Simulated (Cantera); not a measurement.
A perfectly stirred reactor is fed with CH₄ : H₂ : O₂ : N₂ : H₂O = 1 : 2.1 : 2.08 : 7.81 : 1.8 (molar parts), equivalence ratio 1.5, at 1.00 atm; it is adiabatic with a 350 K inlet, and is followed from long to short residence time, starting on the burning branch (τ in s: 0.45, 0.18, 0.075, 0.03, 0.012, 0.005, 0.002, 0.00083, 0.00034, 0.00014, 5.6e-05, 2.3e-05).

Computed with Cantera and GRI-Mech 3.0 (53 species, 325 reactions).

Task: Predict: blow-out, bracketed by the residence times tried; x(CH₄) at τ = 0.450 s; x(H₂) at τ = 0.450 s; x(O₂) at τ = 0.450 s; x(C₂H₂) at τ = 0.450 s; x(CH₄) at τ = 2.00 ms; x(H₂) at τ = 2.00 ms; x(O₂) at τ = 2.00 ms; x(C₂H₂) at τ = 2.00 ms.

Result: 
| Item | Result |
|---|---|
| blow-out, bracketed by the residence times tried | burning at 0.830 ms, out at 0.340 ms |
| x(CH₄) at τ = 0.450 s | 0.000510 |
| x(H₂) at τ = 0.450 s | 0.0922 |
| x(O₂) at τ = 0.450 s | 7.83e-5 |
| x(C₂H₂) at τ = 0.450 s | 5.00e-5 |
| x(CH₄) at τ = 2.00 ms | 0.00194 |
| x(H₂) at τ = 2.00 ms | 0.0872 |
| x(O₂) at τ = 2.00 ms | 0.00320 |
| x(C₂H₂) at τ = 2.00 ms | 0.000552 |
